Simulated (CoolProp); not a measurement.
Vapour-liquid equilibrium of acetone (1) + benzene (2) at 32.55 °C; x and y are mole fractions of (1).

Computed with CoolProp (multi-fluid Helmholtz-energy mixture model, Lemmon 2006 and Thol 2012; pair parameters Bell 2016).

Question: Give the bubble pressure and the first vapour's composition at x = 0.35, 0.5, 0.575. Is there an azeotrope?

Answer: x = 0.35: 0.2963 bar, y = 0.582; x = 0.5: 0.3304 bar, y = 0.695; x = 0.575: 0.3458 bar, y = 0.744. No azeotrope shows between x = 0.05 and 0.95.

The pair parameters rest on a limited set of measurements; away from them the model extrapolates.
